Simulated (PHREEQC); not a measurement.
Make-up at 25 °C: 0.0069 mol Na3PO4 and 0.00025 mol K3PO4 per kg of water. Closed to the air; pH follows from the charge balance.

Equilibrium calculation in PHREEQC: ion-association model, wateq4f.dat.

Task: The ionic strength comes out as 0.0326 mol/kgw. What activity coefficients do K+, NaHPO4-, KHPO4-, OH-, HPO4-2 get?

Result: K+ 0.84, NaHPO4- 0.85, KHPO4- 0.85, OH- 0.84, HPO4-2 0.52.

Precipitation was switched off in this run. H3PO4, which wateq4f.dat lacks, is added to it with the constant of phreeqc.dat.
